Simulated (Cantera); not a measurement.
Low-pressure radical oxidation in H2/O2

An isothermal, constant-pressure homogeneous reactor starts with 30.1 % H₂, 69.9 % O₂, at 1000 K and 1.28 Torr.

Computed with Cantera and the H2/O2 subset of GRI-Mech 3.0, which has no nitrogen chemistry. Radical loss at walls, strong at low pressure, is not modelled. The temperature is held fixed by assumption; the heat of reaction is taken as removed at once.

```
t (s)        x H₂   x O₂       x O    x H₂O₂     x H₂O
--------  -------  -----  --------  --------  --------
8.00e-5     0.301  0.699    <1e-12    <1e-12    <1e-12
0.000225    0.301  0.699  4.05e-12    <1e-12  1.94e-12
0.000633    0.301  0.699  2.77e-11    <1e-12  2.90e-11
0.00178     0.301  0.699  1.96e-10    <1e-12  4.20e-10
0.00501     0.301  0.699   3.46e-9  1.29e-12   1.25e-8
0.0141      0.301  0.699   3.88e-6  2.11e-11   1.54e-5
0.0397     0.0178  0.568    0.0561   2.91e-8     0.211
0.112      0.0128  0.582    0.0489   3.18e-8     0.247
0.314     0.00752  0.616    0.0245   5.42e-8     0.309
0.884     0.00129  0.642   0.00388   9.23e-8     0.349
2.49      9.05e-5  0.646  0.000270   6.64e-8     0.353
7.00      9.61e-6  0.646   2.94e-5   2.70e-8     0.354
```
x: mole fraction; the columns are a selection and need not sum to one.

Equilibrium at this temperature and pressure: H₂ 9.39e-10, O₂ 0.646, O 3.09e-9, H₂O₂ 3.30e-11, H₂O 0.354 (gas phase only).
